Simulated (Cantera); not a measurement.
Input (Python, Cantera) and output of one run.

```python
import numpy as np
import cantera as ct

gas_names = """
    F BCL3 BF3 CL2
""".split()
cond_names = """

""".split()


def load(file, names, dense=False):
    # The tables refer to 1 bar. Condensed volumes are neglected.
    table = {s.name: s for s in ct.Species.list_from_file(file)}
    out = []
    for n in names:
        d = dict(table[n].input_data)
        d["thermo"] = dict(d["thermo"], **{"reference-pressure": 1e5})
        if dense:
            d["equation-of-state"] = {"model": "constant-volume", "density": "1e6 g/cm^3"}
        out.append(ct.Species.from_dict(d))
    return out


species = {s.name: s for s in load("nasa_gas.yaml", gas_names) + load("nasa_condensed.yaml", cond_names)}
# Each term lists the table entries of one substance; the one whose range holds T is used.
reactions = {
    '6 F(g) + 2 BCl3(g) = 2 BF3(g) + 3 Cl2(g)':
        [(-6, ['F']), (-2, ['BCL3']), (2, ['BF3']), (3, ['CL2'])],
}


def pick(names, T):
    return next(species[n] for n in names if species[n].thermo.min_temp <= T <= species[n].thermo.max_temp)


results = []
for label, terms in reactions.items():
    print(label)
    print("     T/K   dH/kJ  dS/(J/K)   dG/kJ   log10 K")
    for T in [2075, 2100, 2125, 2150, 2175, 2200, 2225, 2250, 2275, 2300, 2325]:
        used = [(nu, pick(names, T)) for nu, names in terms]
        dH = sum(nu * s.thermo.h(T) for nu, s in used) / 1e6
        dS = sum(nu * s.thermo.s(T) for nu, s in used) / 1e3
        dG = dH - T * dS / 1e3
        logK = -dG * 1e6 / (ct.gas_constant * T * np.log(10))
        results.append((label, T, dH, dS, dG, logK, [s.name for _, s in used]))
        print(f"{T:8g} {dH:8.1f} {dS:8.1f} {dG:8.1f} {logK:8.2f}")
```

It prints:

```
6 F(g) + 2 BCl3(g) = 2 BF3(g) + 3 Cl2(g)
     T/K   dH/kJ  dS/(J/K)   dG/kJ   log10 K
    2075  -1986.0   -417.0  -1120.7    28.21
    2100  -1986.3   -417.2  -1110.3    27.62
    2125  -1986.5   -417.3  -1099.8    27.03
    2150  -1986.8   -417.4  -1089.4    26.47
    2175  -1987.1   -417.5  -1079.0    25.91
    2200  -1987.3   -417.6  -1068.5    25.37
    2225  -1987.6   -417.8  -1058.1    24.84
    2250  -1987.8   -417.9  -1047.6    24.32
    2275  -1988.1   -418.0  -1037.2    23.81
    2300  -1988.3   -418.1  -1026.7    23.32
    2325  -1988.5   -418.2  -1016.3    22.83
```

Cantera with NASA thermochemical tables; ideal gases at 1 bar, condensed phases pure. Condensed species are held in their standard states even where they would react or evaporate.
